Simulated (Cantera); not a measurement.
Feed: 1 mol FeS, 4.6 mol O₂, 4.4 mol N₂, at 0.100 bar.

Cantera equilibrium calculation (NASA polynomials, part measured and part estimated; ideal gas, pure solids and liquids). Candidate condensed phases: Fe, FeO, FeS, FeSO₄, FeS₂, Fe₂O₃, Fe₂(SO₄)₃, Fe₃O₄, S; 19 gas species. Rates play no part. All values below are at 1125 K.

Base state: N₂ 0.536, O₂ 0.342, SO₂ 0.112, SO₃ 0.0102, NO 0.000112 (mole fractions); condensed: Fe₂O₃(s).

**Question.** What changes in the equilibrium state with this change: O₂ from 4.6 to 0.6 mol?

**Answer.** 
```csv
species,before,after
N₂,0.536,0.923
SO₂,0.112,0.0690
S₂,<1e-9,0.00778
O₂,0.342,<1e-9
SO₃,0.0102,5.50e-9
S₂O,<1e-9,0.000214
NO,0.000112,<1e-9
SO,<1e-9,4.64e-5
"Fe₂O₃(s), mol",0.500,0
"FeS(s), mol",0,0.595
"Fe₃O₄(s), mol",0,0.135
```
Mutual solubility and eutectic melting of coexisting phases are not modelled. FeS: taken at fixed stoichiometry. Gases not in the tables: S₃ to S₇.
